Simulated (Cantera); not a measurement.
A perfectly stirred reactor is fed with 2.39 % CH₄, 95.8 % H₂, 1.82 % H, at 20.0 Torr; it is held at 2075 K, and followed from long to short residence time.

Model: GRI-Mech 3.0 (53 species, 325 reactions), integrated in Cantera. GRI-Mech 3.0 stops at C3 and has no aromatics, soot or wall deposition, so with more carbon than oxygen in the feed, carbon stays in small species such as C2H2 where larger ones or solid carbon would form. Radical loss at walls, strong at low pressure, is not modelled.

One state of this run: x CH₄ = 0.00164; x H₂ = 0.974; x H = 0.0133; x C₂H₂ = 0.0107; x C₂H₄ = 3.57e-6. x: mole fraction; the columns are a selection and need not sum to one.

### Question
Which value of τ (s) does it belong to?
A. 0.028
B. 0.28
C. 2.8
D. 28

### Answer
B, 0.28
